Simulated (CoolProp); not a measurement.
Vapour-liquid equilibrium of carbon monoxide (1) + methane (2) at 120.8 K; x and y are mole fractions of (1).

Model: multi-fluid Helmholtz-energy mixture model, Lemmon 2006 and Setzmann 1991; pair parameters Kunz 2012, in CoolProp.

```json
[
 {"x": "0.05", "bubble pressure, mixture model (MPa)": "0.2946", "bubble pressure, Raoult's law (MPa)": "0.2902", "y, mixture model": "[?]", "y, Raoult's law": "0.337"},
 {"x": "0.2", "bubble pressure, mixture model (MPa)": "0.5839", "bubble pressure, Raoult's law (MPa)": "0.5532", "y, mixture model": "0.689", "y, Raoult's law": "0.707"},
 {"x": "0.35", "bubble pressure, mixture model (MPa)": "[?]", "bubble pressure, Raoult's law (MPa)": "0.8163", "y, mixture model": "[?]", "y, Raoult's law": "0.839"},
 {"x": "0.5", "bubble pressure, mixture model (MPa)": "1.123", "bubble pressure, Raoult's law (MPa)": "1.079", "y, mixture model": "[?]", "y, Raoult's law": "0.906"},
 {"x": "0.65", "bubble pressure, mixture model (MPa)": "1.355", "bubble pressure, Raoult's law (MPa)": "1.342", "y, mixture model": "0.911", "y, Raoult's law": "0.947"},
 {"x": "0.8", "bubble pressure, mixture model (MPa)": "[?]", "bubble pressure, Raoult's law (MPa)": "1.605", "y, mixture model": "0.945", "y, Raoult's law": "0.975"},
 {"x": "0.95", "bubble pressure, mixture model (MPa)": "1.850", "bubble pressure, Raoult's law (MPa)": "1.868", "y, mixture model": "[?]", "y, Raoult's law": "0.995"}
]
```

**Question.** Fill in the missing entries.

**Answer.** 
- 0.05, y, mixture model: 0.328
- 0.35, bubble pressure, mixture model (MPa): 0.8666
- 0.35, y, mixture model: 0.811
- 0.5, y, mixture model: 0.872
- 0.8, bubble pressure, mixture model (MPa): 1.584
- 0.95, y, mixture model: 0.984

The largest gap from Raoult's law is +6.2 % in bubble pressure, at x = 0.35. No azeotrope shows between x = 0.05 and 0.95.

Pair parameters are fitted to limited data, so mixtures are less certain than the pure fluids. The gap from Raoult's law changes sign with composition, which may be real or a fault of the pair parameters; it wasn't checked against measurements.
